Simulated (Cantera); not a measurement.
An isothermal, constant-pressure homogeneous reactor starts with C3H8 : H2 = 1 : 5.1 (molar parts), at 1848 K and 0.740 bar.

Computed with Cantera and GRI-Mech 3.0 (53 species, 325 reactions). GRI-Mech 3.0 was tuned for natural gas; its chemistry of propane as a main component is partial and can be far from experiment. GRI-Mech 3.0 stops at C3 and has no aromatics, soot or wall deposition, so with more carbon than oxygen in the feed, carbon stays in small species such as C2H2 where larger ones or solid carbon would form.

One state of this run: x C3H8 = 2.76e-10; x H2 = 0.828; x CH4 = 0.00911; x C2H2 = 0.160; x C2H = 1.17e-6; x CH2 = 9.93e-8; x C2H4 = 0.00165. x: mole fraction; the columns are a selection and need not sum to one.

Question: Which value of t (s) does it belong to?
A) 0.00175
B) 0.000200
C) 0.000592
D) 10.3

Answer: D, 10.3
